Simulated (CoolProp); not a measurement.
Properties of R142b at several states.

Values from CoolProp's reference Helmholtz-energy equation of state, Lemmon 2006. It is a short technical equation, of lower accuracy than the large ones.

| T (K) | p (MPa) | phase | cv (kJ/(kg K)) | speed of sound (m/s) | Prandtl number |
|---|---|---|---|---|---|
| 401.5 | 0.0238 | gas | [?] | [?] | 0.730 |
| 286.8 | 21.6 | liquid | [?] | [?] | [?] |
| 379.2 | 1.9 | gas | [?] | [?] | 0.930 |

**Question.** What belongs in the gaps?

**Answer.** 
- 401.5, cv (kJ/(kg K)): 0.9116
- 401.5, speed of sound (m/s): 190.0
- 286.8, cv (kJ/(kg K)): 0.8629
- 286.8, speed of sound (m/s): 837.9
- 286.8, Prandtl number: 4.21
- 379.2, cv (kJ/(kg K)): 0.9713
- 379.2, speed of sound (m/s): 143.3

Viscosity comes from a separate model (Huber 2003), an estimate that may be off by 10 % or more. Thermal conductivity comes from a separate model (Huber 2003), an estimate that may be off by 10 % or more.
